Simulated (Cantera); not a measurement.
# LiCl + O₂ + H₂ (halide evaporation, hydrolysis and transport)

Feed: 1 mol LiCl, 0.82 mol O₂, 4.5 mol H₂, held at 1402 °C.

Equilibrium computed with Cantera from the NASA thermochemical tables; the gas is ideal and each condensed phase is pure. Candidate condensed phases: H₂O, Li, LiCl, LiH, LiOH, Li₂O; 25 gas species. Kinetics and transport are ignored.

From 1.00e-6 bar to 1.00 bar nothing is condensed. The main Li-bearing gas is LiCl throughout.

| P (Pa) | x H₂ | x H₂O | x LiCl | x H | x Li | x HCl | x Li₂Cl₂ |
|---|---|---|---|---|---|---|---|
| 0.100 | 0.451 | 0.279 | 0.157 | 0.0780 | 0.0145 | 0.0142 | 1.06e-8 |
| 0.460 | 0.485 | 0.287 | 0.166 | 0.0377 | 0.00952 | 0.0111 | 5.43e-8 |
| 2.20 | 0.502 | 0.291 | 0.171 | 0.0175 | 0.00587 | 0.00864 | 2.76e-7 |
| 10 | 0.511 | 0.292 | 0.174 | 0.00830 | 0.00344 | 0.00709 | 1.30e-6 |
| 46 | 0.516 | 0.293 | 0.175 | 0.00389 | 0.00187 | 0.00618 | 6.07e-6 |
| 220 | 0.518 | 0.293 | 0.176 | 0.00178 | 0.000935 | 0.00567 | 2.93e-5 |
| 1000 | 0.519 | 0.293 | 0.176 | 0.000837 | 0.000459 | 0.00543 | 0.000133 |
| 4600 | 0.520 | 0.293 | 0.175 | 0.000390 | 0.000219 | 0.00530 | 0.000609 |
| 22000 | 0.521 | 0.294 | 0.172 | 0.000179 | 0.000100 | 0.00519 | 0.00279 |
| 100000 | 0.525 | 0.296 | 0.157 | 8.42e-5 | 4.51e-5 | 0.00497 | 0.0107 |
x: gas mole fraction; nothing condenses.
